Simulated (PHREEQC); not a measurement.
Dissolve 0.0013 mol NH4HF2, 0.07 mol (NH4)2SiF6, 0.0041 mol HBF4 and 6.3e-05 mol H2SO4 per kg of water at 20 °C. Closed to the air; pH follows from the charge balance.

Equilibrium calculation in PHREEQC: ion-association model, phreeqc.dat.

* **pH**: 2.53
* **ionic strength**: 0.215 mol/kgw
* **density**: 1.005 g/cm³
* **total alkalinity**: -298 meq/kg

```
species    molality  activity   log γ
---------  --------  --------  ------
NH4+          0.141    0.0955  -0.170
SiF6-2       0.0699    0.0205  -0.533
HF          0.00389   0.00409   0.021
H+          0.00373   0.00297  -0.099
BF4-        0.00332   0.00247  -0.128
F-          0.00143   0.00100  -0.153
H3BO3      0.000435  0.000458   0.021
BF3OH-     0.000270  0.000201  -0.128
H4SiO4      9.98e-5  0.000105   0.021
BF2(OH)2-   7.50e-5   5.59e-5  -0.128
SO4-2       4.00e-5   1.15e-5  -0.542
HF2-        2.03e-5   1.51e-5  -0.128
NH4SO4-     1.90e-5   1.42e-5  -0.128
HSO4-       4.01e-6   2.99e-6  -0.128
BF(OH)3-    2.32e-7   1.73e-7  -0.128
```

Precipitation was switched off in this run. Saturation is exceeded, for instance for Quartz (slow to form); the values hold only as long as no solid forms. SiF6-2 is the database's only silicon fluoride. Real BF4- forms and hydrolyses slowly; the run takes it at equilibrium.
